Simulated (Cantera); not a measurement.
Input: 1 mol FeS₂, 7 mol H₂, 0.054 mol H₂O, at 1 atm.

These are equilibrium values from Cantera (NASA tables, ideal gas, pure condensed phases), not measurements of a reactor. Candidate condensed phases: Fe, FeO, Fe(OH)₂, Fe(OH)₃, FeS, FeSO₄, FeS₂, Fe₂O₃, Fe₂(SO₄)₃, Fe₃O₄, H₂O, H₂SO₄, S; 22 gas species. FeS: taken at fixed stoichiometry. Gases not in the tables: S₃ to S₇. The numbers say what is thermodynamically allowed, not how fast it happens.

x: gas mole fraction; n: condensed amount in mol.

```csv
T (K),x H₂,x H₂S,x S₂,x H₂O,n FeS(s),n FeS(l)
1248,0.851,0.141,…,0.00765,1.00,0
1298,0.851,0.141,…,0.00765,1.00,0
1348,0.851,0.141,…,0.00765,1.00,0
1398,0.851,0.140,…,0.00765,1.00,0
1448,0.852,0.139,…,0.00764,1.00,0
1498,0.853,0.137,…,0.00764,0,1.00
1548,0.854,0.134,…,0.00763,0,1.00
1598,0.856,0.131,…,0.00762,0,1.000
1648,0.858,0.127,…,0.00760,0,1.000
1698,0.860,0.121,…,0.00758,0,1.000
```

Task: Fill in the missing entries.

Result: 
- 1248, x S₂: 0.000110
- 1298, x S₂: 0.000215
- 1348, x S₂: 0.000397
- 1398, x S₂: 0.000700
- 1448, x S₂: 0.00118
- 1498, x S₂: 0.00189
- 1548, x S₂: 0.00291
- 1598, x S₂: 0.00428
- 1648, x S₂: 0.00602
- 1698, x S₂: 0.00812
